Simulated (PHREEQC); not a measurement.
PHREEQC input (ion-association model, phreeqc.dat):

```
SOLUTION 1
  temp 25
  units mol/kgw
  pH 7 charge
END
SELECTED_OUTPUT 1
  -reset false
  -pH true
  -pe true
  -ionic_strength true
  -water true
  -totals Ntg
  -molalities H+ OH-
USER_PUNCH 1
  -headings p_Ntg(g) phi_Ntg(g) p_H2O(g) phi_H2O(g) density
  10 PUNCH PR_P("Ntg(g)"), PR_PHI("Ntg(g)"), PR_P("H2O(g)"), PR_PHI("H2O(g)"), RHO
PRINT
  -reset false
USE solution 1
REACTION_TEMPERATURE 1
  10
GAS_PHASE 1
  -fixed_pressure
  -pressure 5
  -temperature 10
  -volume 20
  Ntg(g) 5
  H2O(g) 0
END
# ... the last block is repeated for the other 8 points of T (°C)
```

Selected output (columns that matter, 9 of 9 rows; T (°C) added in front):

```
T (°C)	pH	mu	Ntg	m_H+	m_OH-	p_Ntg(g)	phi_Ntg(g)	p_H2O(g)	phi_H2O(g)	density
10	7.2649	5.4357e-08	0.0042138	5.4357e-08	5.4357e-08	4.9875	0.99691	0.012525	0.98398	0.99989
20	7.0815	8.2918e-08	0.003546	8.2918e-08	8.2918e-08	4.9763	0.99751	0.023665	0.98525	0.99838
30	6.9159	1.2142e-07	0.0030775	1.2143e-07	1.2143e-07	4.9573	0.99803	0.042705	0.98621	0.99582
40	6.766	1.7149e-07	0.0027424	1.7149e-07	1.7149e-07	4.9261	0.9985	0.073939	0.98681	0.99238
50	6.6302	2.3448e-07	0.0024981	2.3448e-07	2.3448e-07	4.8767	0.99891	0.12331	0.98702	0.9882
60	6.5069	3.1143e-07	0.0023157	3.1143e-07	3.1143e-07	4.8012	0.99931	0.19877	0.98677	0.98336
70	6.3951	4.0292e-07	0.002174	4.0292e-07	4.0292e-07	4.6893	0.99971	0.31065	0.98601	0.97794
80	6.2937	5.09e-07	0.0020556	5.09e-07	5.09e-07	4.528	1.0002	0.47203	0.9847	0.97197
90	6.2017	6.2914e-07	0.0019445	6.2914e-07	6.2914e-07	4.301	1.0008	0.69898	0.98281	0.96549
```

Away from 25 °C the constants follow the database's enthalpies or fits; those with neither stay at their 25 °C values.
